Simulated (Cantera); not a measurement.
Standard-state values (1 bar) from the NASA 1993 polynomials, evaluated with Cantera. Values are per mole of reaction as written; species without (g) are pure solids or liquids, kept so even where they would boil at 1 bar. TaC: taken at fixed stoichiometry.

Q: Between 2300 and 2700 K, where is each reaction favourable under standard conditions?
- 3 C2H2(g) + 4 Ta → 4 TaC + 2 CH3(g)

A: 
- 3 C2H2(g) + 4 Ta → 4 TaC + 2 CH3(g): ΔG° is -485 kJ at 2300 K and -405 kJ at 2700 K; it stays negative (K > 1). ΔH° is -944 kJ and ΔS° -200 J/K at 2700 K.
